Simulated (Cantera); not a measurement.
Input: 1 mol PbO, 1700 mol H2, 1 mol H2O, held at 1898.15 K and 67.0 Pa.

Cantera equilibrium calculation (NASA polynomials, part measured and part estimated; ideal gas, pure solids and liquids). Candidate condensed phases: H2O, Pb, PbO, PbO2, Pb3O4; 12 gas species. The numbers say what is thermodynamically allowed, not how fast it happens.

Base state: H2 0.969, H 0.0298, H2O 0.00115, Pb 0.000579 (mole fractions); condensed: gas only.

Question: What changes in the equilibrium state with this change: pressure from 67.0 Pa to 10000 Pa?

Answer: 
```csv
species,before,after
H2,0.969,0.996
H,0.0298,0.00247
H2O,0.00115,0.00117
Pb,0.000579,0.000587
```
